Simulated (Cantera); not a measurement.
An adiabatic, constant-volume homogeneous reactor starts with C3H8 : O2 : N2 = 1 : 8.62 : 22.4 (molar parts), at 1823 K and 760 Torr. Integrator tolerance rtol = 1e-08.

Cantera simulation using GRI-Mech 3.0 (53 species, 325 reactions); the numbers are that mechanism's predictions, not measurements. GRI-Mech 3.0 was tuned for natural gas; its chemistry of propane as a main component is partial and can be far from experiment.

Q: What does this change do: pressure from 760 Torr to 1280 Torr?

A: 
```json
[
 {"quantity": "time of steepest temperature rise", "before": "8.92 µs", "after": "5.84 µs"},
 {"quantity": "temperature at 8.00 s", "before": "2929 K", "after": "2976 K"},
 {"quantity": "equilibrium temperature", "before": "2929 K", "after": "2976 K"},
 {"quantity": "x(C3H8) at 8.00 s", "before": "<1e-12 (gas-phase equilibrium <1e-12)", "after": "<1e-12 (gas-phase equilibrium <1e-12)"},
 {"quantity": "x(O2) at 8.00 s", "before": "0.0960 (gas-phase equilibrium 0.0960)", "after": "0.0953 (gas-phase equilibrium 0.0953)"},
 {"quantity": "x(CH3) at 8.00 s", "before": "<1e-12 (gas-phase equilibrium <1e-12)", "after": "<1e-12 (gas-phase equilibrium <1e-12)"},
 {"quantity": "x(CO2) at 8.00 s", "before": "0.0535 (gas-phase equilibrium 0.0535)", "after": "0.0554 (gas-phase equilibrium 0.0554)"},
 {"quantity": "x(H2) at 8.00 s", "before": "0.00761 (gas-phase equilibrium 0.00761)", "after": "0.00705 (gas-phase equilibrium 0.00705)"},
 {"quantity": "x(CH2) at 8.00 s", "before": "<1e-12 (gas-phase equilibrium <1e-12)", "after": "<1e-12 (gas-phase equilibrium <1e-12)"}
]
```

Q: What does this change do: C3H8 1 to 1.7 parts?

A: 
| quantity | before | after |
|---|---|---|
| time of steepest temperature rise | 8.92 µs | 8.83 µs |
| temperature at 8.00 s | 2929 K | 3114 K |
| equilibrium temperature | 2929 K | 3114 K |
| x(C3H8) at 8.00 s | <1e-12 (gas-phase equilibrium <1e-12) | <1e-12 (gas-phase equilibrium <1e-12) |
| x(O2) at 8.00 s | 0.0960 (gas-phase equilibrium 0.0960) | 0.0363 (gas-phase equilibrium 0.0363) |
| x(CH3) at 8.00 s | <1e-12 (gas-phase equilibrium <1e-12) | <1e-12 (gas-phase equilibrium <1e-12) |
| x(CO2) at 8.00 s | 0.0535 (gas-phase equilibrium 0.0535) | 0.0471 (gas-phase equilibrium 0.0471) |
| x(H2) at 8.00 s | 0.00761 (gas-phase equilibrium 0.00761) | 0.0282 (gas-phase equilibrium 0.0282) |
| x(CH2) at 8.00 s | <1e-12 (gas-phase equilibrium <1e-12) | <1e-12 (gas-phase equilibrium <1e-12) |
Above 3000 K some thermodynamic fits are extrapolated.
